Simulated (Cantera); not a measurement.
A freely propagating, adiabatic, planar premixed flame of 21.9 % CO, 1.58 % H₂, 13.5 % O₂, 50.8 % N₂, 12.3 % CO₂, unburnt at 375 K and 0.170 bar; unity-Lewis-number transport, grid criteria slope 0.08 and curve 0.16, no radiation.

Model: GRI-Mech 3.0 (53 species, 325 reactions), integrated in Cantera. Unity Lewis numbers drop preferential diffusion, which matters most where H2 and H carry the flame. Burning velocities carry a grid error of a few per cent, more on coarse grids.

x: mole fraction of selected species; z is measured from the peak of heat release.

| z (mm) | T (K) | u (m/s) | x CO | x H₂ | x O₂ | x O | x HO₂ | x OH |
|---|---|---|---|---|---|---|---|---|
| -18.2 | 375 | 0.286 | 0.219 | 0.0158 | 0.135 | <1e-8 | <1e-8 | <1e-8 |
| -12.1 | 375 | 0.286 | 0.219 | 0.0158 | 0.135 | <1e-8 | <1e-8 | <1e-8 |
| -9.11 | 375 | 0.286 | 0.219 | 0.0158 | 0.135 | <1e-8 | 4.10e-8 | <1e-8 |
| -6.07 | 377 | 0.288 | 0.219 | 0.0157 | 0.135 | <1e-8 | 4.26e-7 | <1e-8 |
| -3.04 | 429 | 0.327 | 0.214 | 0.0151 | 0.132 | 8.93e-7 | 1.26e-5 | 1.67e-8 |
| -1.52 | 655 | 0.492 | 0.194 | 0.0119 | 0.120 | 0.000139 | 3.95e-5 | 2.89e-5 |
| 0 | 1049 | 0.768 | 0.144 | 0.00341 | 0.0907 | 0.00517 | 1.05e-5 | 0.000487 |
| 1.52 | 1291 | 0.931 | 0.103 | 0.00101 | 0.0662 | 0.0129 | 4.57e-6 | 0.00116 |
| 3.04 | 1418 | 1.01 | 0.0858 | 0.00112 | 0.0574 | 0.0132 | 3.17e-6 | 0.00173 |
| 6.07 | 1547 | 1.09 | ___ | 0.00107 | ___ | ___ | ___ | 0.00216 |
| 12.1 | 1662 | 1.17 | ___ | ___ | 0.0484 | ___ | ___ | 0.00228 |
| 24.3 | 1764 | 1.23 | 0.0532 | 0.000655 | 0.0438 | 0.00437 | 1.00e-6 | 0.00222 |
| 48.6 | 1851 | 1.28 | 0.0426 | 0.000487 | 0.0392 | 0.00280 | 6.17e-7 | 0.00204 |

Q: Fill in the missing entries.

A: 
- 6.07, x CO: 0.0745
- 6.07, x O₂: 0.0526
- 6.07, x O: 0.00996
- 6.07, x HO₂: 2.25e-6
- 12.1, x CO: 0.0642
- 12.1, x H₂: 0.000857
- 12.1, x O: 0.00670
- 12.1, x HO₂: 1.55e-6
